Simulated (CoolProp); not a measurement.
The numbers come from the reference Helmholtz-energy equation of state, Thol 2018 in CoolProp.

Give the vapour pressure (MPa), liquid density (kg/m³), enthalpy of vaporisation (kJ/kg), liquid cp (kJ/(kg K)) of saturated hydrogen chloride at 238.4 K.


| T (K) | p (MPa) | liquid density (kg/m³) | enthalpy of vaporisation (kJ/kg) | liquid cp (kJ/(kg K)) |
|---|---|---|---|---|
| 238.4 | 0.920 | 1050 | 379 | 1.76 |
